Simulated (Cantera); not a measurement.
## Chemical vapour transport: MgO + HI

Charge: 1 mol MgO, 1.7 mol HI, equilibrated at 3.80 bar.

Equilibrium computed with Cantera from the NASA thermochemical tables; the gas is ideal and each condensed phase is pure. Candidate condensed phases: H2O, I2, Mg, MgI2, MgO, Mg(OH)2; 20 gas species. Equilibrium is a limit: real reactors are often held back by kinetics, nucleation or transport.

```tsv
T (K)	x HI	x H2	x I	x I2	x H2O	x MgI2	n MgO(s)
1025	0.708	0.137	0.0129	0.131	0.00554	0.00554	0.991
1100	0.684	0.143	0.0239	0.131	0.00931	0.00931	0.984
1175	0.655	0.148	0.0405	0.128	0.0144	0.0144	0.975
1250	0.621	0.153	0.0634	0.121	0.0208	0.0208	0.964
1325	0.582	0.158	0.0926	0.111	0.0281	0.0281	0.950
1400	0.539	0.163	0.127	0.0990	0.0361	0.0361	0.935
1475	0.493	0.168	0.166	0.0852	0.0441	0.0441	0.918
```
x: gas mole fraction; n: condensed amount in mol.

From 1025 K to 1475 K the condensed part is MgO(s). The main Mg-bearing gas is MgI2 throughout. The share of Mg in condensed phases is highest at 1025 K (99.1 %) and lowest at 1475 K (91.8 %).
